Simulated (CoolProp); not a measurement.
Vapour pressure (kPa) of C3F8 (R218): the reference equation beside estimates from Tc = 71.9 °C, pc = 2640 kPa, ω = 0.317.

Values from CoolProp's reference Helmholtz-energy equation of state, Lemmon 2006. It is a short technical equation, of lower accuracy than the large ones.

| T (°C) | reference | Lee-Kesler | van der Waals | Redlich-Kwong | Soave-Redlich-Kwong | Peng-Robinson |
|---|---|---|---|---|---|---|
| -67.75 | 19.35 | ___ | 219.2 | 49.78 | 19.16 | 19.70 |
| -61.25 | 28.74 | 28.30 | 262.1 | 68.79 | 28.50 | 29.08 |
| -54.75 | 41.51 | 41.05 | ___ | 92.85 | 41.22 | 41.79 |
| -48.25 | 58.47 | 58.03 | 364.2 | 122.7 | 58.15 | 58.64 |
| -41.75 | 80.50 | 80.16 | 423.9 | 159.2 | 80.20 | 80.49 |
| -35.25 | 108.6 | 108.4 | 489.9 | 203.0 | 108.4 | 108.3 |
| -28.65 | 144.4 | 144.5 | 563.3 | 255.9 | 144.4 | 143.8 |
| -22.15 | 187.9 | 188.4 | 642.4 | 316.9 | 188.3 | 187.0 |
| -15.65 | 240.8 | 241.8 | 728.2 | 387.7 | 241.9 | 239.7 |
| -9.15 | 304.4 | 305.9 | 821.1 | 469.0 | 306.4 | 303.1 |
| -2.65 | 380.0 | 382.0 | 921.3 | 561.5 | 383.2 | 378.6 |
| 3.85 | 468.8 | 471.4 | 1029 | 665.9 | 473.8 | ___ |
| 10.35 | 572.3 | 575.5 | 1144 | 783.0 | 579.6 | 571.8 |
| 16.85 | 692.1 | 695.8 | 1267 | 913.5 | 702.1 | 692.6 |
| 23.35 | 829.5 | 833.8 | 1398 | 1058 | 842.9 | ___ |

### Question
Some entries are withheld; supply them.

### Answer

- -67.75, Lee-Kesler: 18.97
- -54.75, van der Waals: 310.3
- 3.85, Peng-Robinson: 467.7
- 23.35, Peng-Robinson: 831.7

Absolute difference from the reference over all 15 rows, mean and median: Lee-Kesler 0.7 and 0.5 %, van der Waals 347.4 and 241.9 %, Redlich-Kwong 77.5 and 68.7 %, Soave-Redlich-Kwong 0.7 and 0.7 %, Peng-Robinson 0.5 and 0.4 %.
